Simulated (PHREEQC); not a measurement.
Make-up at 25 °C: 11 mmol/kgw KOH, 14 mmol/kgw NaAlO2 and 11 mmol/kgw K2CO3. Closed to the air; pH follows from the charge balance.

Computed with PHREEQC (ion-association model, phreeqc.dat).

This is a speciation only: nothing precipitates in the calculation.

Question: Order these C species by the share of C that they hold, largest first: NaCO3-, HCO3-, CO3-2.

Answer: CO3-2 (89 %), NaCO3- (9.8 %), HCO3- (1.2 %)

The pH is 11.95 and the ionic strength 0.0557 mol/kgw. The solution is supersaturated, for example in Gibbsite (slow to form), so a real one may precipitate; this is no full list.
